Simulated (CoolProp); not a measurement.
Vapour-liquid equilibrium of CH2F2 (R32) (1) + methanol (2) at 319.9 K; x and y are mole fractions of (1).

Computed with CoolProp (multi-fluid Helmholtz-energy mixture model, Tillner-Roth 1997 and de Reuck 1993; pair parameters Bell 2016).

| x | bubble pressure (bar) | y at the bubble point | dew pressure at overall composition x (bar) | liquid density (mol/L) |
|---|---|---|---|---|
| 0.05 | [?] | 0.880 | [?] | 23.74 |
| 0.2 | 12.51 | 0.958 | 0.6033 | [?] |
| 0.35 | 17.40 | 0.968 | 0.7420 | 22.47 |
| 0.5 | 19.92 | 0.972 | 0.9650 | 21.59 |
| 0.65 | 21.56 | 0.975 | [?] | 20.48 |
| 0.8 | 23.61 | 0.980 | 2.436 | 19.09 |
| 0.95 | 27.27 | 0.992 | 10.41 | 17.26 |

Question: Some entries are withheld; supply them.

Answer: 
- 0.05, bubble pressure (bar): 4.107
- 0.05, dew pressure at overall composition x (bar): 0.5086
- 0.2, liquid density (mol/L): 23.18
- 0.65, dew pressure at overall composition x (bar): 1.382

No azeotrope shows between x = 0.05 and 0.95.

The pair parameters rest on a limited set of measurements; away from them the model extrapolates. The gap from Raoult's law changes sign with composition, which may be real or a fault of the pair parameters; it wasn't checked against measurements. With so large a gap from Raoult's law the liquid may split in two, which this calculation doesn't test in full.
